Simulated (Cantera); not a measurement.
Input: 1 mol Si₂H₆, 5.6 mol N₂O, held at 327 °C and 1330 Pa.

These are equilibrium values from Cantera (NASA tables, ideal gas, pure condensed phases), not measurements of a reactor. Candidate condensed phases: H₂O, Si, SiO₂, Si₂N₂O, Si₃N₄; 35 gas species. The feed counts by its element totals alone. The numbers say what is thermodynamically allowed, not how fast it happens.

Base state: N₂ 0.651, H₂O 0.186, H₂ 0.163, NH₃ 2.94e-5 (mole fractions); condensed: SiO₂(α-quartz).

### Question
What changes in the equilibrium state with this change: N₂O from 5.6 to 1.5 mol?

### Answer
```json
[
 {"species": "H₂", "before": "0.163", "after": "0.818"},
 {"species": "N₂", "before": "0.651", "after": "0.182"},
 {"species": "NH₃", "before": "2.94e-5", "after": "0.000175"},
 {"species": "H₂O", "before": "0.186", "after": "4.65e-7"},
 {"species": "SiO₂(α-quartz), mol", "before": "2.00", "after": "0.333"},
 {"species": "Si₂N₂O(s), mol", "before": "0", "after": "0.833"}
]
```

### Question
What changes in the equilibrium state with this change: N₂O from 5.6 to 21 mol?

### Answer
```
species               before   after
-------------------  -------  ------
N₂                     0.651   0.677
O₂                     <1e-9   0.226
H₂O                    0.186  0.0968
H₂                     0.163   <1e-9
NH₃                  2.94e-5   <1e-9
SiO₂(α-quartz), mol     2.00    2.00
```
